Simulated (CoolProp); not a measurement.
Saturation properties of R1123 (Tc = 331.7 K, pc = 4.549 MPa, ω = 0.243).

Values from CoolProp's reference Helmholtz-energy equation of state, Akasaka 2020.

```
T (K)  p (MPa)  liquid density (kg/m³)  enthalpy of vaporisation (kJ/kg)
-----  -------  ----------------------  --------------------------------
246          …                    1231                             198.7
252.2   0.5565                    1208                                 …
258.5        …                    1184                                 …
264.7   0.8401                    1159                             181.0
271      1.018                    1133                             174.3
277.2    1.219                       …                             167.2
283.5    1.453                    1075                             159.4
289.7    1.713                    1044                             151.1
295.9    2.007                    1011                             142.0
```

**Question.** Some entries are withheld; supply them.

**Answer.** 
- 246, p (MPa): 0.4460
- 252.2, enthalpy of vaporisation (kJ/kg): 193.1
- 258.5, p (MPa): 0.6885
- 258.5, enthalpy of vaporisation (kJ/kg): 187.2
- 277.2, liquid density (kg/m³): 1105

It boils at 211.9 K under 1 atm.
